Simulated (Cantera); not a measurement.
Mixture: 4.67 % CH₄, 0.154 % CO, 20.0 % O₂, 75.2 % N₂, at 2500000 Pa, adiabatic and at constant volume. Ignition delay is the time to a rise of 400 K.

Cantera simulation using GRI-Mech 3.0 (53 species, 325 reactions); the numbers are that mechanism's predictions, not measurements. The pressure lies above the range GRI-Mech 3.0 was tuned for (to about 10 atm).

Problem. Predict: delay at 1025 K; delay at 1225 K; delay at 1425 K; delay at 1625 K; delay at 1825 K; apparent activation energy between 1625 and 1825 K.

Solution. 
- delay at 1025 K: 19.3 ms
- delay at 1225 K: 1.01 ms
- delay at 1425 K: 0.121 ms
- delay at 1625 K: 22.6 µs
- delay at 1825 K: 5.77 µs
- apparent activation energy between 1625 and 1825 K: 170 kJ/mol
